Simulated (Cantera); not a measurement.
A closed system holds: 1 mol Nb2O5, 6.2 mol H2, held at 33.0 Pa.

Cantera equilibrium calculation (NASA polynomials, part measured and part estimated; ideal gas, pure solids and liquids). Candidate condensed phases: H2O, Nb, NbO, NbO2, Nb2O5; 12 gas species. Mutual solubility and eutectic melting of coexisting phases are not modelled. Condensed phases not in the tables: the oxides between NbO2 and Nb2O5. The numbers say what is thermodynamically allowed, not how fast it happens.

Problem. At 927 °C, list the 3 most abundant gas species with their mole fractions, and the condensed phases.

Solution. H2 0.979, H2O 0.0210, H 1.07e-5. Condensed: NbO2(s) + Nb2O5(s).
